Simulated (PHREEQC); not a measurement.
# Metal-bearing waste water: speciation

Make-up at 25 °C: 0.037 mol/kgw Al2(SO4)3, 0.21 mol/kgw ZnCl2 and 0.13 mol/kgw HCl. Closed to the air; pH follows from the charge balance.

Computed with PHREEQC (ion-association model, wateq4f.dat).

This is a speciation only: nothing precipitates in the calculation.

Question: Predict the pH, activity of water.

Answer: pH 1.14; activity of water 0.985.

Question: In which forms is Al present?

Answer: AlSO4+ 49 %, Al+3 47 %, Al(SO4)2- 4.3 %, AlHSO4+2 0.6 % of the Al.

The ionic strength is past about 0.7 mol/kgw, beyond the range of this activity model, so the values are rough. Complexes and solids missing from the database can't appear.
